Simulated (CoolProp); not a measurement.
Saturation properties of carbon dioxide (Tc = 31.0 °C, pc = 7377 kPa, ω = 0.224).

Values from CoolProp's reference Helmholtz-energy equation of state, Span 1996.

```tsv
T (°C)	p (kPa)	vapour density (kg/m³)	liquid cp (kJ/(kg K))	vapour viscosity (µPa s)	liquid conductivity (mW/(m K))
-48.55	723.4	18.97	1.976	11.3	167
-42.45	916.9	23.88	2.000	11.6	160
-36.35	1146	29.77	2.031	11.9	152
-30.35	1411	36.66	2.070	12.3	145
-24.25	1724	44.98	2.121	12.7	138
-18.15	2084	54.89	2.187	13.1	131
-12.15	2490	66.50	2.271	13.5	124
-6.05	2959	80.64	2.385	14.0	116
0.05	3490	97.80	2.544	14.6	109
6.15	4088	119.0	2.780	15.3	102
```

Viscosity comes from a separate model (Laesecke 2017). Thermal conductivity comes from a separate model (Huber 2016).
